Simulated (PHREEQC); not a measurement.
Na2HPO4 is added in steps, without added water, to 1 kg of water holding 0.0079 mol/kgw Fe(NO3)3, 0.00066 mol/kgw Na3PO4 and 0.00053 mol/kgw Ca(OH)2, at 25 °C. Oxygen alone is held at its pressure in air (log pO2 = -0.68). CO2 from the air is kept out. Only these solids could form: Portlandite, Fe(OH)3(a), Hydroxyapatite, Strengite.

Base run: PHREEQC, ion-association model, wateq4f.dat. Each further column changes one thing. The table gives Fe in solution (mol/kgw).

```
Na2HPO4 added (mol)      base  metal-ligand complexes left out  all activity coefficients set to 1  Davies equation for every ion  Debye-Hückel limiting law
-------------------  --------  -------------------------------  ----------------------------------  -----------------------------  -------------------------
0                     0.00724                          0.00724                             0.00724                        0.00724                    0.00724
0.003375              0.00387                          0.00387                             0.00387                        0.00387                    0.00387
0.005625              0.00162                          0.00162                             0.00162                        0.00162                    0.00162
0.009                 8.17e-7                          1.07e-8                             5.58e-7                        8.03e-7                    8.73e-7
0.01238               2.61e-8                         3.80e-10                             1.50e-8                        2.60e-8                    2.95e-8
0.01463              8.03e-11                         7.87e-11                            5.87e-11                       8.17e-11                   8.87e-11
0.018                1.06e-10                         1.06e-10                            9.97e-11                       1.07e-10                   1.13e-10
0.02138              1.37e-10                         1.39e-10                            1.45e-10                       1.38e-10                   1.42e-10
0.02363              1.57e-10                         1.60e-10                            1.75e-10                       1.59e-10                   1.61e-10
0.027                1.87e-10                         1.91e-10                            2.19e-10                       1.88e-10                   1.87e-10
0.03037              2.15e-10                         2.20e-10                            2.63e-10                       2.17e-10                   2.12e-10
0.03263              2.33e-10                         2.40e-10                            2.93e-10                       2.35e-10                   2.27e-10
0.036                2.60e-10                         2.68e-10                            3.36e-10                       2.62e-10                   2.49e-10
```

H3PO4, which wateq4f.dat lacks, is added to it with the constant of phreeqc.dat.
